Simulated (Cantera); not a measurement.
PbO + O₂ + N₂ (iron carbonyl, mercury and lead vapours)

Feed: 1 mol PbO, 1.4 mol O₂, 0.14 mol N₂, equilibrated at 1330 Pa.

Method: chemical equilibrium by Gibbs-energy minimisation in Cantera with the NASA 1993 tables (ideal gas, pure condensed phases). Candidate condensed phases: Pb, PbO, PbO₂, Pb₃O₄; 12 gas species. Gases not in the tables: (PbO)n polymers. Kinetics and transport are ignored.

From 923 K to 1123 K the condensed part is PbO(yellow). From 1173 K to 1323 K the condensed part is PbO(l).

| T (K) | x O₂ | x N₂ | x PbO | x Pb | x NO | x O | x NO₂ | n PbO(yellow) | n PbO(l) |
|---|---|---|---|---|---|---|---|---|---|
| 923 | 0.909 | 0.0909 | 1.41e-6 | 1.15e-10 | 8.83e-6 | 1.03e-10 | 2.05e-7 | 1.000 | 0 |
| 973 | 0.909 | 0.0909 | 9.07e-6 | 1.71e-9 | 1.63e-5 | 5.59e-10 | 2.56e-7 | 1.000 | 0 |
| 1023 | 0.909 | 0.0909 | 4.82e-5 | 1.94e-8 | 2.83e-5 | 2.57e-9 | 3.14e-7 | 1.000 | 0 |
| 1073 | 0.909 | 0.0909 | 0.000218 | 1.75e-7 | 4.67e-5 | 1.03e-8 | 3.77e-7 | 1.000 | 0 |
| 1123 | 0.908 | 0.0908 | 0.000858 | 1.29e-6 | 7.36e-5 | 3.63e-8 | 4.46e-7 | 0.999 | 0 |
| 1173 | 0.906 | 0.0906 | 0.00290 | 7.76e-6 | 0.000112 | 1.15e-7 | 5.18e-7 | 0 | 0.996 |
| 1223 | 0.902 | 0.0901 | 0.00814 | 3.71e-5 | 0.000163 | 3.32e-7 | 5.92e-7 | 0 | 0.987 |
| 1273 | 0.890 | 0.0889 | 0.0210 | 0.000156 | 0.000229 | 8.79e-7 | 6.62e-7 | 0 | 0.967 |
| 1323 | 0.863 | 0.0861 | 0.0501 | 0.000595 | 0.000307 | 2.14e-6 | 7.14e-7 | 0 | 0.918 |
x: gas mole fraction; n: condensed amount in mol.
